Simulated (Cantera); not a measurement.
A freely propagating, adiabatic, planar premixed flame of H2 : O2 : N2 = 1 : 0.312 : 1.17 (molar parts), equivalence ratio 1.6, unburnt at 525 K and 920000 Pa; mixture-averaged transport, grid criteria slope 0.08 and curve 0.16, no radiation.

Model: the H2/O2 subset of GRI-Mech 3.0, which has no nitrogen chemistry, integrated in Cantera. The hydrogen kinetics of GRI-Mech 3.0 are dated; newer H2 mechanisms differ, most at raised pressure. Burning velocities carry a grid error of a few per cent, more on coarse grids.

### Question
Predict: laminar burning velocity; thermal thickness; peak x(H2O2); peak x(O); peak x(OH).

### Answer
laminar burning velocity: 684 cm/s
thermal thickness: 0.0247 mm
peak x(H2O2): 0.000114
peak x(O): 0.00292
peak x(OH): 0.00767
